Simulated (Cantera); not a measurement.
## Thermodynamics of fluorocarbon and chlorocarbon gases, feed c-C4F8 + H2

Input: 1 mol c-C4F8, 0.57 mol H2, held at 15.0 mbar.

Method: chemical equilibrium by Gibbs-energy minimisation in Cantera with the NASA 1993 tables (ideal gas, pure condensed phases). Candidate condensed phases: C, C6H6, C7H8, C8H18; 95 gas species. The feed counts by its element totals alone. Condensed phases not in the tables: fluorocarbon polymer. Gases not in the tables: C2F6 and larger saturated fluorocarbons. Kinetics and transport are ignored.

```
T (K)  x CF4   x HF     x CF2       x F  n C(graphite)
-----  -----  -----  --------  --------  -------------
723    0.601  0.399    <1e-12    <1e-12           2.29
873    0.601  0.399  2.42e-11    <1e-12           2.29
1023   0.601  0.399   7.35e-9  2.97e-10           2.29
1173   0.601  0.399   5.11e-7   3.44e-8           2.29
1323   0.601  0.399   1.34e-5   1.36e-6           2.28
1473   0.600  0.399  0.000179   2.54e-5           2.28
1623   0.599  0.399   0.00147  0.000277           2.28
1773   0.592  0.397   0.00834   0.00201           2.27
1923   0.562  0.389    0.0351    0.0106           2.24
```
x: gas mole fraction; n: condensed amount in mol.

From 723 K to 1923 K the condensed part is C(graphite). The main C-bearing gas is CF4 throughout.
